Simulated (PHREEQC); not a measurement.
## Spent oxide etchant (model solution)

Solution (25 °C): 0.041 mol/kgw HF, 0.0007 mol/kgw (NH4)2SiF6, 0.00045 mol/kgw HBF4, 0.036 mol/kgw H2SO4 and 0.03 mol/kgw CO2. Closed to the air; pH follows from the charge balance.

Model: ion-association model, phreeqc.dat, run in PHREEQC.

No solid was allowed to form.

Q: Estimate the pH, ionic strength.

A: pH 1.38; ionic strength 0.0623 mol/kgw.

Q: In which forms is N present?

A: NH4+ 94 %, NH4SO4- 5.8 % of the N.

SiF6-2 is the database's only silicon fluoride. Real BF4- forms and hydrolyses slowly; the run takes it at equilibrium.
